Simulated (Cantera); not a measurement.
Feed: 1 mol Si, 0.0046 mol H2O, 16 mol N2, equilibrated at 0.100 Pa.

Cantera equilibrium calculation (NASA polynomials, part measured and part estimated; ideal gas, pure solids and liquids). Candidate condensed phases: H2O, Si, SiO2, Si2N2O, Si3N4; 35 gas species. The tables' values for SiN are old estimates; treat these amounts as uncertain. Rates play no part. All values below are at 1252 °C.

Base state: N2 0.980, Si 0.0189, SiO 0.000282, H 0.000281, H2 0.000141, Si2N 3.34e-5, Si2 2.88e-5, SiN 2.16e-5 (mole fractions); condensed: Si(s).

**Question.** What changes in the equilibrium state with this change: Si replaced by SiC?

**Answer.** 
```json
[
 {"species": "N2", "before": "0.980", "after": "0.999"},
 {"species": "Si", "before": "0.0189", "after": "0.000290"},
 {"species": "CO", "before": "0", "after": "0.000285"},
 {"species": "Si2", "before": "2.88e-5", "after": "6.79e-9"},
 {"species": "Si2N", "before": "3.34e-5", "after": "7.97e-9"},
 {"species": "SiO", "before": "0.000282", "after": "2.27e-6"},
 {"species": "SiN", "before": "2.16e-5", "after": "3.35e-7"},
 {"species": "H2", "before": "0.000141", "after": "0.000142"},
 {"species": "Si(s), mol", "before": "0.685", "after": "0"},
 {"species": "SiC(s), mol", "before": "0", "after": "0.995"}
]
```
Further candidate phases: C, C6H6, C7H8, C8H18, SiC.

**Question.** What changes in the equilibrium state with this change: pressure from 0.100 Pa to 9.60 mbar?

**Answer.** 
```json
[
 {"species": "N2", "before": "0.980", "after": "1.000"},
 {"species": "H2", "before": "0.000141", "after": "0.000298"},
 {"species": "SiO", "before": "0.000282", "after": "3.28e-5"},
 {"species": "Si", "before": "0.0189", "after": "7.87e-8"},
 {"species": "H", "before": "0.000281", "after": "4.17e-6"},
 {"species": "Si2N", "before": "3.34e-5", "after": "<1e-9"},
 {"species": "Si2", "before": "2.88e-5", "after": "<1e-9"},
 {"species": "SiN", "before": "2.16e-5", "after": "8.92e-9"},
 {"species": "Si(s), mol", "before": "0.685", "after": "0"},
 {"species": "Si2N2O(s), mol", "before": "0", "after": "0.00410"},
 {"species": "Si3N4(s), mol", "before": "0", "after": "0.330"}
]
```
Mutual solubility and eutectic melting of coexisting phases are not modelled.
